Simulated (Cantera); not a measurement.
**Thermodynamics of sublimation and decomposition of ceramics, feed Al₂O₃ + N₂**

Input: 1 mol Al₂O₃, 1.8 mol N₂, at 0.700 bar.

Method: chemical equilibrium by Gibbs-energy minimisation in Cantera with the NASA 1993 tables (ideal gas, pure condensed phases). Candidate condensed phases: Al, AlN, Al₂O₃; 16 gas species. Kinetics and transport are ignored.

| T (K) | x N₂ | x O | x NO | x Al | x AlO | x Al₂O | n Al₂O₃(s) | n Al₂O₃(l) |
|---|---|---|---|---|---|---|---|---|
| 1898 | 1.00 | 3.47e-10 | 1.39e-8 | 9.04e-9 | 2.74e-10 | 2.65e-10 | 1.00 | 0 |
| 1998 | 1.00 | 2.97e-9 | 7.07e-8 | 4.57e-8 | 2.30e-9 | 2.02e-9 | 1.00 | 0 |
| 2098 | 1.000 | 2.07e-8 | 3.08e-7 | 1.97e-7 | 1.57e-8 | 1.26e-8 | 1.00 | 0 |
| 2198 | 1.000 | 1.21e-7 | 1.17e-6 | 7.45e-7 | 8.96e-8 | 6.61e-8 | 1.000 | 0 |
| 2298 | 1.000 | 6.03e-7 | 3.95e-6 | 2.50e-6 | 4.39e-7 | 2.99e-7 | 1.000 | 0 |
| 2398 | 1.000 | 2.52e-6 | 1.15e-5 | 7.40e-6 | 1.76e-6 | 1.09e-6 | 0 | 1.000 |
| 2498 | 1.000 | 9.18e-6 | 3.01e-5 | 1.99e-5 | 6.14e-6 | 3.43e-6 | 0 | 1.000 |
| 2598 | 1.000 | 3.00e-5 | 7.25e-5 | 5.01e-5 | 1.94e-5 | 9.94e-6 | 0 | 1.000 |
| 2698 | 1.000 | 8.89e-5 | 0.000162 | 0.000118 | 5.61e-5 | 2.67e-5 | 0 | 1.000 |
| 2798 | 0.999 | 0.000241 | 0.000338 | 0.000264 | 0.000150 | 6.71e-5 | 0 | 1.000 |
| 2898 | 0.998 | 0.000607 | 0.000664 | 0.000562 | 0.000375 | 0.000159 | 0 | 0.999 |
| 2998 | 0.995 | 0.00142 | 0.00124 | 0.00114 | 0.000880 | 0.000357 | 0 | 0.997 |
x: gas mole fraction; n: condensed amount in mol.

From 1898 K to 2298 K the condensed part is Al₂O₃(s). From 2398 K to 2998 K the condensed part is Al₂O₃(l).
